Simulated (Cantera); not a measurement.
# Silicon epitaxy and polysilicon growth: SiH2Cl2 + HCl + N2

A closed system holds: 1 mol SiH2Cl2, 0.4 mol HCl, 22 mol N2, held at 32.3 Torr.

Equilibrium computed with Cantera from the NASA thermochemical tables; the gas is ideal and each condensed phase is pure. Candidate condensed phases: NH4Cl, Si, Si3N4; 28 gas species. N2 is the only nitrogen source here; it is nearly inert below about 1500 K, so the nitride shown seldom forms there in practice. The tables' values for SiCl3, SiCl are old estimates; treat these amounts as uncertain. The numbers say what is thermodynamically allowed, not how fast it happens.

| T (K) | x N2 | x HCl | x H2 | x SiCl2 | x SiCl4 | x SiCl3 | n Si3N4(s) |
|---|---|---|---|---|---|---|---|
| 1223 | 0.906 | 0.0721 | 0.0146 | 0.000112 | 0.00699 | 0.000314 | 0.274 |
| 1298 | 0.905 | 0.0727 | 0.0143 | 0.000520 | 0.00630 | 0.000740 | 0.273 |
| 1373 | 0.905 | 0.0722 | 0.0144 | 0.00191 | 0.00513 | 0.00146 | 0.266 |
| 1448 | 0.904 | 0.0697 | 0.0155 | 0.00543 | 0.00334 | 0.00222 | 0.246 |
| 1523 | 0.902 | 0.0640 | 0.0181 | 0.0114 | 0.00153 | 0.00242 | 0.211 |
| 1598 | 0.902 | 0.0554 | 0.0222 | 0.0182 | 0.000511 | 0.00194 | 0.168 |
| 1673 | 0.901 | 0.0457 | 0.0268 | 0.0245 | 0.000146 | 0.00131 | 0.124 |
| 1748 | 0.901 | 0.0366 | 0.0311 | 0.0298 | 4.02e-5 | 0.000819 | 0.0853 |
x: gas mole fraction; n: condensed amount in mol.

From 1223 K to 1748 K the condensed part is Si3N4(s). The main Si-bearing gas is SiCl4 at 1223 K and SiCl2 at 1748 K. The share of Si in condensed phases is highest at 1223 K (82.3 %) and lowest at 1748 K (25.6 %).
